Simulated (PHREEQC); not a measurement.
A solution holds 0.001 mol H3BO3 and 0.015 mol Na2HPO4 per kg of water, at 70 °C. Closed to the air; pH follows from the charge balance.

All values are PHREEQC results (ion-association model, wateq4f.dat), not measurements.

```
quantity                    before     after
------------------------  --------  --------
pH                            8.45      7.13
ionic strength (mol/kgw)    0.0439    0.0486
H3BO3 (mol/kgw)           0.000705  0.000980
H2BO3- (mol/kgw)          0.000295   1.98e-5
```

Question: Name the change that produced these shifts.
(A) 0.005 mol/kgw NaHSO4 added
(B) diluted 2-fold with water
(C) Na2HPO4 left out
(D) H3BO3 from 0.001 to 0.005 mol/kgw
(E) H3BO3 from 0.001 to 0.0009 mol/kgw

Answer: A, 0.005 mol/kgw NaHSO4 added

No solid was allowed to form. H3PO4, which wateq4f.dat lacks, is added to it with the constant of phreeqc.dat. Constants without temperature data keep their 25 °C values here.
